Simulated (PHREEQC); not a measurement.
# Leach liquor: speciation

Make-up at 20 °C: 0.0019 mol/kgw HCl, 0.0017 mol/kgw FeSO4 and 0.0023 mol/kgw MgSO4. Closed to the air; pH follows from the charge balance.

Equilibrium calculation in PHREEQC: ion-association model, wateq4f.dat.

Each row changes one thing in this solution. No solid was allowed to form.

```csv
case,pH,ionic strength (mol/kgw),SO4-2 (mol/kgw),Mg+2 (mol/kgw),Fe+2 (mol/kgw),MgSO4 (mol/kgw),SI of Epsomite (MgSO4:7H2O),SI of Melanterite (FeSO4:7H2O)
as made,2.83,0.0144,0.00300,0.00185,0.00142,0.000452,-3.48,-3.50
diluted 5-fold with water,3.47,0.00330,0.000721,0.000422,0.000317,3.84e-5,-4.55,-4.58
temperature from 20 to 25 °C,2.84,0.0142,0.00293,0.00181,0.00140,0.000491,-3.54,-3.58
diluted 100-fold with water,4.73,0.000178,3.97e-5,2.28e-5,1.69e-5,1.65e-7,-6.92,-6.95
temperature from 20 to 45 °C,2.87,0.0131,0.00261,0.00165,0.00135,0.000647,-3.76,-3.86
```

Away from 25 °C the constants follow the database's enthalpies or fits; those with neither stay at their 25 °C values.
